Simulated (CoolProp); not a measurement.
Vapour-liquid equilibrium of R134a (1) + R123 (2) at 267.2 K; x and y are mole fractions of (1).

Model: multi-fluid Helmholtz-energy mixture model, Tillner-Roth 1994 and Younglove 1994; pair parameters Bell 2016, in CoolProp.

```
x     bubble pressure, mixture model (kPa)  bubble pressure, Raoult's law (kPa)  y, mixture model  y, Raoult's law
----  ------------------------------------  -----------------------------------  ----------------  ---------------
0.05                                 39.31                                35.20             0.397            0.333
0.15                                 67.24                                56.20             0.678            0.626
0.25                                 92.88                                77.20             0.789            0.760
0.35                                 116.0                                98.21             0.848            0.837
0.45                                 136.7                                119.2             0.886            0.886
0.55                                 155.4                                140.2             0.913            0.921
0.65                                 172.8                                161.2             0.934            0.946
0.75                                 189.6                                182.2             0.953            0.966
0.85                                 206.7                                203.2             0.971            0.982
0.95                                 224.9                                224.2             0.990            0.994
```

The largest gap from Raoult's law is +20.3 % in bubble pressure, at x = 0.25. No azeotrope shows between x = 0.05 and 0.95.

Pair parameters are fitted to limited data, so mixtures are less certain than the pure fluids.
